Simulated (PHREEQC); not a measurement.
Copper plating or etch bath: an equilibrium model

Dissolve 0.0013 mol/kgw Cu(BF4)2 and 0.014 mol/kgw NaCl at 25 °C. Closed to the air; pH follows from the charge balance.

Computed with PHREEQC (ion-association model, wateq4f.dat).

No solid was allowed to form.

Problem. Predict the pH, ionic strength.

Solution. pH 3.04; ionic strength 0.0188 mol/kgw.

Problem. In which forms is F present?

Solution. BF4- 50 %, HF 22 %, F- 19 %, BF3OH- 6.0 %, BF2(OH)2- 2.4 % of the F.

Complexes and solids missing from the database can't appear. Real BF4- forms and hydrolyses slowly; the run takes it at equilibrium.
